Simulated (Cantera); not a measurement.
## Ignition delay

Mixture: 12.7 % CH₄, 8.64 % H₂, 16.5 % O₂, 62.1 % N₂, at 1.50 bar, adiabatic and at constant volume. Ignition delay is the time to a rise of 400 K.

Computed with Cantera and GRI-Mech 3.0 (53 species, 325 reactions).

| T0 (K) | delay (ms) |
|---|---|
| 1250 | 0.963 |
| 1350 | 0.441 |
| 1450 | 0.217 |
| 1550 | 0.116 |
| 1650 | 0.0665 |
| 1750 | 0.0405 |
| 1850 | 0.0258 |
| 1950 | 0.0171 |
| 2050 | 0.0116 |

```
Property                                                 Value
--------------------------------------------------  ----------
apparent activation energy between 1850 and 2050 K  130 kJ/mol
```
